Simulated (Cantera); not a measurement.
Charge: 1 mol Cr, 0.94 mol N2O, 6.8 mol H2, 1 mol O2, at 2075 K and 6450 Torr.

Cantera equilibrium calculation (NASA polynomials, part measured and part estimated; ideal gas, pure solids and liquids). Candidate condensed phases: Cr, CrN, Cr2N, Cr2O3, H2O; 29 gas species. Kinetics and transport are ignored.

Base state: H2 0.692, H2O 0.186, N2 0.121, H 0.000755, NH3 3.07e-5, OH 2.32e-5 (mole fractions); condensed: Cr2O3(s).

Q: What changes in the equilibrium state with this change: O2 from 1 to 0.18 mol?

A: 
```json
[
 {"species": "H2", "before": "0.692", "after": "0.861"},
 {"species": "N2", "before": "0.121", "after": "0.121"},
 {"species": "H2O", "before": "0.186", "after": "0.0168"},
 {"species": "Cr", "before": "5.85e-6", "after": "0.000299"},
 {"species": "OH", "before": "2.32e-5", "after": "1.88e-6"},
 {"species": "NH3", "before": "3.07e-5", "after": "4.26e-5"},
 {"species": "Cr2O3(s), mol", "before": "0.500", "after": "0.390"},
 {"species": "Cr(s), mol", "before": "0", "after": "0.218"}
]
```
Mutual solubility and eutectic melting of coexisting phases are not modelled.
